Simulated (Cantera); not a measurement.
Standard-state values (1 bar) from the NASA 1993 polynomials, evaluated with Cantera. Values are per mole of reaction as written; species without (g) are pure solids or liquids, kept so even where they would boil at 1 bar.

4 OH(g) + Zr = ZrO2 + 2 H2O(g), with ΔH° = -1738.5 kJ and ΔS° = -345.9 J/K at 300 K.

Task: How far is the shortcut ΔG° ≈ ΔH°(300 K) − T·ΔS°(300 K) from the full temperature-dependent value at 973, 1123, 1273, 1423, 1573, 1723, 1873, 2023 K?

Result: 
```tsv
T (K)	shortcut (kJ)	full (kJ)	difference (kJ)	difference in log10 K	condensed phases
973	-1402.0	-1397.6	-4.4	0.23	Zr(α), ZrO2(monoclinic)
1123	-1350.1	-1344.7	-5.3	0.25	Zr(α), ZrO2(monoclinic)
1273	-1298.2	-1291.5	-6.7	0.27	Zr(β), ZrO2(monoclinic)
1423	-1246.3	-1238.5	-7.8	0.29	Zr(β), ZrO2(monoclinic)
1573	-1194.4	-1186.0	-8.5	0.28	Zr(β), ZrO2(tetragonal)
1723	-1142.5	-1133.8	-8.7	0.26	Zr(β), ZrO2(tetragonal)
1873	-1090.6	-1081.7	-8.9	0.25	Zr(β), ZrO2(tetragonal)
2023	-1038.8	-1029.7	-9.1	0.23	Zr(β), ZrO2(tetragonal)
```
The shortcut ignores heat capacities and the phase changes listed.
